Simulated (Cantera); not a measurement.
Feed: 1 mol V, 3.4 mol N₂, held at 4.00e-5 bar.

These are equilibrium values from Cantera (NASA tables, ideal gas, pure condensed phases), not measurements of a reactor. Candidate condensed phases: V, VN; 4 gas species. Condensed phases not in the tables: V₂N, N, O or C dissolved in the metal. Rates play no part. All values below are at 1848 K.

Base state: N₂ 0.995, V 0.00475 (mole fractions); condensed: V(s).

Task: What changes in the equilibrium state with this change: pressure from 4.00e-5 bar to 0.133 bar?

Result: 
```tsv
species	before	after
N₂	0.995	1.00
V	0.00475	6.21e-8
V(s), mol	0.984	0
VN(s), mol	0	1.00
```
VN: taken at fixed stoichiometry. Condensed phases not in the tables: V₂N.
